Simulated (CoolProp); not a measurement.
Vapour-liquid equilibrium of CHF3 (R23) (1) + R134a (2) at 228.9 K; x and y are mole fractions of (1).

Values from CoolProp's multi-fluid Helmholtz-energy mixture model, Penoncello 2003 and Tillner-Roth 1994; pair parameters Bell 2016.

```tsv
x	bubble pressure (MPa)	y at the bubble point	dew pressure at overall composition x (MPa)	liquid density (mol/L)
0.05	0.06592	0.404	0.04279	14.21
0.125	0.1037	0.644	0.04623	?
0.2	0.1418	0.757	0.05027	?
0.275	0.1805	0.824	0.05508	15.14
0.35	?	0.868	0.06090	15.46
0.425	0.2602	0.899	0.06807	15.79
0.5	?	0.923	0.07716	16.13
0.575	0.3437	0.941	0.08902	16.47
0.65	0.3870	0.956	0.1051	16.82
0.725	0.4312	0.968	0.1283	17.17
0.8	0.4764	0.979	0.1644	17.52
0.875	0.5226	0.988	0.2281	17.87
0.95	0.5696	0.995	0.3680	18.20
```

**Question.** Fill in the missing entries.

**Answer.** 
- 0.125, liquid density (mol/L): 14.51
- 0.2, liquid density (mol/L): 14.82
- 0.35, bubble pressure (MPa): 0.2199
- 0.5, bubble pressure (MPa): 0.3015

No azeotrope shows between x = 0.05 and 0.95.

The pair parameters rest on a limited set of measurements; away from them the model extrapolates.
